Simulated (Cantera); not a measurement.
Input (Python, Cantera) and output of one run.

```python
import numpy as np
import cantera as ct

gas_names = """
    CL CL2 Fe FeCL FeCL2 FeCL3 Fe2CL4 Fe2CL6 H HCL H2
""".split()
cond_names = """
    Fe(a) Fe(c) Fe(d) Fe(L) FeCL2(s) FeCL2(L) FeCL3(s) FeCL3(L)
""".split()


def load(file, names, dense=False):
    # The tables refer to 1 bar. Condensed volumes are neglected.
    table = {s.name: s for s in ct.Species.list_from_file(file)}
    out = []
    for n in names:
        d = dict(table[n].input_data)
        d["thermo"] = dict(d["thermo"], **{"reference-pressure": 1e5})
        if dense:
            d["equation-of-state"] = {"model": "constant-volume", "density": "1e6 g/cm^3"}
        out.append(ct.Species.from_dict(d))
    return out


gas = ct.Solution(thermo="ideal-gas", species=load("nasa_gas.yaml", gas_names))
cond = {s.name: ct.Solution(thermo="fixed-stoichiometry", species=[s], name=s.name)
        for s in load("nasa_condensed.yaml", cond_names, dense=True)}
atoms = {
    'FeCl2': {'Fe': 1, 'CL': 2},
    'H2': {'H': 2},
}
top_T = {}  # K; cautious upper limits of use, not melting points


def equilibrate(T, P, feed):
    n = {}
    for name, mol in feed.items():
        for a, k in atoms[name].items():
            n[a] = n.get(a, 0.0) + k * mol
    gas.TPX = T, P, n
    mass = sum(n.values()) * gas.mean_molecular_weight
    gas.equilibrate("TP")
    valid = [c for c in cond.values() if c.min_temp <= T <= top_T.get(c.name, c.max_temp)]
    mix = ct.Mixture([(gas, mass / gas.mean_molecular_weight)] + [(c, 0.0) for c in valid])
    mix.T, mix.P = T, P
    mix.equilibrate("TP", solver="vcs", rtol=1e-11, max_steps=5000)
    return mix


results = []
T = 1900  # K
P = 8.4  # Pa
for m in [0.35, 0.55, 0.86, 1.4, 2.1, 3.4, 5.3, 8.4, 13]:
    feed = {'FeCl2': 1, 'H2': m}  # mol
    mix = equilibrate(T, P, feed)
    results.append((T, P, feed, dict(zip(mix.species_names, mix.species_moles))))

top = {s: max(r[3][s] / sum(r[3][g] for g in gas_names) for r in results) for s in gas_names}
cols = sorted((s for s in top if top[s] > 0.001), key=lambda s: -top[s])[:8]
seen = [c for c in cond_names if any(r[3].get(c, 0) > 1e-12 for r in results)]
print("log10 of partial pressures in bar; condensed amounts in mol")
print(f"{'n(H2)':>10s}" + "".join(f"{s[:9]:>10s}" for s in cols + seen))
for T, P, feed, n in results:
    ng = sum(n[g] for g in gas_names)
    print(f"{feed['H2']:10.4g}" + "".join(f"{np.log10(max(n[s] / ng * P / 1e5, 1e-99)):10.3f}" for s in cols)
          + "".join(f"{n.get(c, 0):10.4g}" for c in seen))
```

Output:

```
log10 of partial pressures in bar; condensed amounts in mol
     n(H2)        H2       HCL     FeCL2        Fe        CL         H      FeCL
      0.35    -5.465    -4.612    -4.515    -4.793    -5.102    -5.833    -7.016
      0.55    -5.167    -4.546    -4.646    -4.758    -5.185    -5.684    -7.065
      0.86    -4.922    -4.514    -4.814    -4.746    -5.276    -5.561    -7.143
       1.4    -4.706    -4.516    -5.051    -4.763    -5.386    -5.453    -7.270
       2.1    -4.561    -4.548    -5.299    -4.802    -5.490    -5.381    -7.414
       3.4    -4.425    -4.622    -5.664    -4.883    -5.632    -5.313    -7.636
       5.3    -4.329    -4.723    -6.068    -4.988    -5.782    -5.265    -7.891
       8.4    -4.257    -4.859    -6.549    -5.126    -5.953    -5.229    -8.200
        13    -4.209    -5.008    -7.047    -5.277    -6.126    -5.205    -8.525
```

Equilibrium computed with Cantera from the NASA thermochemical tables; the gas is ideal and each condensed phase is pure.
